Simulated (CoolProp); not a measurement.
A Linde-Hampson liquefier for ethylene: isothermal reversible compression at 320 K from 1 atm to 40 MPa, throttling to 1 atm, return gas leaving the recuperator 10 K below the feed. Each further row changes one setting.

Model: reference Helmholtz-energy equation of state, Smukala 2000, in CoolProp.

| case | liquid yield per pass | compression work (kJ/kg of gas) |
|---|---|---|
| as stated | 0.414 | 468 |
| high pressure 80 MPa | 0.370 | 554 |
| warm-end temperature 350 K | 0.347 | 539 |
| warm-end gap 15 K | 0.407 | 468 |
